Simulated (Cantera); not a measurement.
Mixture: CO : H₂ : O₂ : N₂ : CO₂ = 1 : 1.1 : 2.19 : 9.84 : 1.6 (molar parts), equivalence ratio 0.48, at 270 Torr, adiabatic and at constant pressure. Ignition delay is the time to a rise of 400 K.

Model: GRI-Mech 3.0 (53 species, 325 reactions), integrated in Cantera. Where the delays flatten at high temperature, the 400 K rule measures the pace of heat release, not the induction time.

**Question.** What does this change do: pressure from 270 Torr to 750 Torr?

**Answer.** 
```csv
quantity,before,after
delay at 1125 K,0.469 ms,0.148 ms
delay at 1275 K,0.404 ms,90.6 µs
delay at 1425 K,0.484 ms,85.2 µs
delay at 1575 K,0.658 ms,0.100 ms
delay at 1725 K,0.916 ms,0.131 ms
```
